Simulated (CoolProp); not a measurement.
Vapour-liquid equilibrium of CH2F2 (R32) (1) + R142b (2) at 289.4 K; x and y are mole fractions of (1).

Model: multi-fluid Helmholtz-energy mixture model, Tillner-Roth 1997 and Lemmon 2006; pair parameters Bell 2016, in CoolProp.

```
x     bubble pressure (kPa)  y at the bubble point  dew pressure at overall composition x (kPa)  liquid density (mol/L)
----  ---------------------  ---------------------  -------------------------------------------  ----------------------
0.05                  315.0                  0.213                                        267.6                   11.52
0.15                  436.9                  0.472                                        294.8                   12.04
0.25                  558.7                    ___                                        328.2                     ___
0.35                  676.2                  0.715                                        369.8                   13.19
0.45                  786.9                  0.782                                        423.2                   13.85
0.55                  890.7                  0.832                                        493.8                   14.56
0.65                  988.9                  0.873                                        591.0                     ___
0.75                   1084                  0.909                                        730.5                   16.26
0.85                   1179                  0.944                                        933.4                   17.29
0.95                   1276                  0.980                                         1196                   18.48
```

Problem. What belongs in the gaps?

Solution. 
- 0.25, y at the bubble point: 0.620
- 0.25, liquid density (mol/L): 12.59
- 0.65, liquid density (mol/L): 15.36

No azeotrope shows between x = 0.05 and 0.95.

Pair parameters are fitted to limited data, so mixtures are less certain than the pure fluids.
